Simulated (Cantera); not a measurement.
Input: 1 mol CCl₄, 2.2 mol H₂, held at 800 K and 13.3 mbar.

Cantera equilibrium calculation (NASA polynomials, part measured and part estimated; ideal gas, pure solids and liquids). Candidate condensed phases: C, C₆H₆, C₇H₈, C₈H₁₈; 91 gas species. Rates play no part.

**Question.** What is the equilibrium state?

**Answer.** 
* **x(HCl)**: 0.952
* **x(H₂)**: 0.0475
* **x(CH₄)**: 4.05e-5
* **n(C(graphite))**: 1.000 mol
* **gas amount**: 4.200 mol
